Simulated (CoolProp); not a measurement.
Vapour-liquid equilibrium of R245fa (1) + n-pentane (2) at 19.45 °C; x and y are mole fractions of (1).

Computed with CoolProp (multi-fluid Helmholtz-energy mixture model, Akasaka 2015 and Thol 2019; pair parameters Bell 2016).

| x | bubble pressure (bar) | y at the bubble point | dew pressure at overall composition x (bar) | liquid density (mol/L) |
|---|---|---|---|---|
| 0.05 | 0.9021 | 0.404 | 0.5819 | 8.709 |
| 0.2 | 1.353 | 0.632 | 0.6858 | 8.795 |
| 0.35 | 1.445 | 0.668 | 0.8330 | 8.916 |
| 0.5 | 1.457 | 0.674 | 1.055 | 9.085 |
| 0.65 | 1.463 | 0.683 | 1.401 | 9.312 |
| 0.8 | 1.451 | 0.724 | 1.391 | 9.603 |
| 0.95 | 1.320 | 0.875 | 1.250 | 9.962 |

y crosses x between x = 0.65 and 0.8: the model has an azeotrope there.

Pair parameters are fitted to limited data, so mixtures are less certain than the pure fluids. With so large a gap from Raoult's law the liquid may split in two, which this calculation doesn't test in full.
